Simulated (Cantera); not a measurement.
A perfectly stirred reactor is fed with CO : H₂ : O₂ : N₂ = 1 : 0.23 : 1.37 : 5.14 (molar parts), equivalence ratio 0.45, at 1000000 Pa; it is adiabatic with a 575 K inlet, and is followed from long to short residence time, starting on the burning branch (τ in s: 0.086, 0.039, 0.018, 0.0079, 0.0036, 0.0016, 0.00072, 0.00033, 0.00015, 6.6e-05).

Model: GRI-Mech 3.0 (53 species, 325 reactions), integrated in Cantera. The hydrogen kinetics of GRI-Mech 3.0 are dated; newer H2 mechanisms differ, most at raised pressure.

Q: Predict: blow-out, bracketed by the residence times tried; x(CO) at τ = 86.0 ms; x(H₂) at τ = 86.0 ms; x(O₂) at τ = 86.0 ms; x(H₂O) at τ = 86.0 ms; x(NO) at τ = 86.0 ms; x(CO) at τ = 1.60 ms; x(H₂) at τ = 1.60 ms; x(O₂) at τ = 1.60 ms; x(H₂O) at τ = 1.60 ms; x(NO) at τ = 1.60 ms.

A: 
| Property | Result |
|---|---|
| blow-out, bracketed by the residence times tried | burning at 0.150 ms, out at 66.0 µs |
| x(CO) at τ = 86.0 ms | 0.000254 |
| x(H₂) at τ = 86.0 ms | 8.15e-6 |
| x(O₂) at τ = 86.0 ms | 0.106 |
| x(H₂O) at τ = 86.0 ms | 0.0321 |
| x(NO) at τ = 86.0 ms | 7.67e-5 |
| x(CO) at τ = 1.60 ms | 0.00380 |
| x(H₂) at τ = 1.60 ms | 9.64e-5 |
| x(O₂) at τ = 1.60 ms | 0.107 |
| x(H₂O) at τ = 1.60 ms | 0.0316 |
| x(NO) at τ = 1.60 ms | 3.75e-5 |
